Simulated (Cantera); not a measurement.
A perfectly stirred reactor is fed with CH₃OH : O₂ : N₂ = 0.0027 : 0.04 : 1 (molar parts), equivalence ratio 0.10, at 1.28 atm; it is held at 1200 K, and followed from long to short residence time.

Model: GRI-Mech 3.0 (53 species, 325 reactions), integrated in Cantera. GRI-Mech 3.0 was tuned for natural gas; its chemistry of methanol as a main component is partial and can be far from experiment.

Problem. What does this change do: CH3OH 0.0027 to 0.00053 parts?

Solution. 
| quantity | before | after |
|---|---|---|
| x(CH₃OH) at τ = 0.780 s | 8.94e-6 | 3.81e-6 |
| x(O₂) at τ = 0.780 s | 0.0346 | 0.0377 |
| x(CH₄) at τ = 0.780 s | 2.37e-10 | 5.83e-11 |
| x(CO) at τ = 0.780 s | 0.000296 | 0.000117 |
| x(CO₂) at τ = 0.780 s | 0.00228 | 0.000386 |
| x(CH₃OH) at τ = 15.0 ms | 0.000290 | 9.68e-5 |
| x(O₂) at τ = 15.0 ms | 0.0359 | 0.0380 |
| x(CH₄) at τ = 15.0 ms | 1.26e-8 | 1.52e-9 |
| x(CO) at τ = 15.0 ms | 0.00174 | 0.000327 |
| x(CO₂) at τ = 15.0 ms | 0.000425 | 4.34e-5 |
